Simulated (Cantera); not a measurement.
A closed system holds: 1 mol Si₃N₄, 0.024 mol N₂O, 220 mol H₂, held at 8.40 Pa.

These are equilibrium values from Cantera (NASA tables, ideal gas, pure condensed phases), not measurements of a reactor. Candidate condensed phases: H₂O, Si, SiO₂, Si₂N₂O, Si₃N₄; 35 gas species. Gases not in the tables: Si₂H₆ and higher silanes. Rates play no part. All values below are at 1477 °C.

Base state: H₂ 0.953, H 0.0248, Si 0.0128, N₂ 0.00888, SiH 0.000151, SiO 0.000105, Si₂ 4.71e-5, SiH₂ 1.42e-5 (mole fractions); condensed: gas only.

Question: What changes in the equilibrium state with this change: pressure from 8.40 Pa to 3.60 bar?

Answer: 
| species | before | after |
|---|---|---|
| H₂ | 0.953 | 0.999 |
| N₂ | 0.00888 | 0.00106 |
| H | 0.0248 | 0.000123 |
| Si | 0.0128 | 4.17e-7 |
| SiO | 0.000105 | 4.05e-5 |
| Si₂ | 4.71e-5 | 2.16e-9 |
| SiH | 0.000151 | 1.05e-6 |
| SiH₂ | 1.42e-5 | 2.08e-5 |
| Si(l), mol | 0 | 0.291 |
| Si₂N₂O(s), mol | 0 | 0.0150 |
| Si₃N₄(s), mol | 0 | 0.888 |
Mutual solubility and eutectic melting of coexisting phases are not modelled.
